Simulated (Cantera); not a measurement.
# Ignition delay

Mixture: 27.7 % H2, 9.88 % O2, 62.3 % N2, 0.133 % NO, at 1000000 Pa, adiabatic and at constant pressure. Ignition delay is the time to a rise of 400 K.

Computed with Cantera and GRI-Mech 3.0 (53 species, 325 reactions). The hydrogen kinetics of GRI-Mech 3.0 are dated; newer H2 mechanisms differ, most at raised pressure. The mechanism lacks 2 NO + O2 → 2 NO2 and HONO, so NO2 and the effect of NO are under-described below about 1400 K.

```json
[
 {"T0 (K)": "1100", "delay (ms)": "0.0858"},
 {"T0 (K)": "1200", "delay (ms)": "0.0190"},
 {"T0 (K)": "1300", "delay (ms)": "0.00621"},
 {"T0 (K)": "1400", "delay (ms)": "0.00319"},
 {"T0 (K)": "1500", "delay (ms)": "0.00206"},
 {"T0 (K)": "1600", "delay (ms)": "0.00150"}
]
```

```json
{
  "apparent activation energy between 1400 and 1600 K": "70 kJ/mol"
}
```
